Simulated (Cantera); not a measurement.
A closed system holds: 1 mol HMDSO, 0.27 mol O3, 4.7 mol N2, held at 1752 °C and 52.0 Pa.

These are equilibrium values from Cantera (NASA tables, ideal gas, pure condensed phases), not measurements of a reactor. Candidate condensed phases: C, C6H6, C7H8, C8H18, H2O, Si, SiC, SiO2, Si2N2O, Si3N4; 151 gas species. The feed counts by its element totals alone. The tables' values for SiN are old estimates; treat these amounts as uncertain. The numbers say what is thermodynamically allowed, not how fast it happens.

Base state: H2 0.524, N2 0.288, CO 0.111, H 0.0611, Si 0.00673, HCN 0.00631, SiO 0.00110, C2H2 (acetylene) 0.000474 (mole fractions); condensed: C(graphite) + SiC(s).

Task: What changes in the equilibrium state with this change: temperature from 1752 °C to 275 °C?

Result: 
```
species                before   after
-------------------  --------  ------
H2                      0.524   0.588
N2                      0.288   0.331
CH4                   5.67e-8  0.0809
CO                      0.111   <1e-9
H                      0.0611   <1e-9
Si                    0.00673   <1e-9
HCN                   0.00631   <1e-9
SiO                   0.00110   <1e-9
C2H2 (acetylene)     0.000474   <1e-9
C(graphite), mol         2.21    5.03
SiC(s), mol              1.86       0
SiO2(α-quartz), mol         0   0.540
Si2N2O(s), mol              0   0.730
```
N2 is the only nitrogen source here; it is nearly inert below about 1500 K, so the nitride shown seldom forms there in practice.
